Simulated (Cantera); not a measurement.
A closed system holds: 1 mol borazine, 0.55 mol NH3, 3.7 mol H2, equilibrated at 2348.15 K and 0.470 bar.

Cantera equilibrium calculation (NASA polynomials, part measured and part estimated; ideal gas, pure solids and liquids). Candidate condensed phases: B, BN; 15 gas species. The feed counts by its element totals alone. The tables' values for BH2 are old estimates; treat these amounts as uncertain. Gases not in the tables: B2H6 and higher boranes. Equilibrium is a limit: real reactors are often held back by kinetics, nucleation or transport.

Base state: H2 0.945, N2 0.0359, H 0.0175, BH2 0.00183, BH3 3.67e-5, B 2.97e-5, BH 1.52e-5 (mole fractions); condensed: BN(s).

What changes in the equilibrium state with this change: temperature from 2348.15 K to 923.15 K?


```
species      before    after
----------  -------  -------
H2            0.945    0.965
N2           0.0359   0.0352
NH3         1.00e-6  8.43e-5
H            0.0175    <1e-9
BH2         0.00183    <1e-9
BH3         3.67e-5    <1e-9
B           2.97e-5    <1e-9
BH          1.52e-5    <1e-9
BN(s), mol     2.98     3.00
```
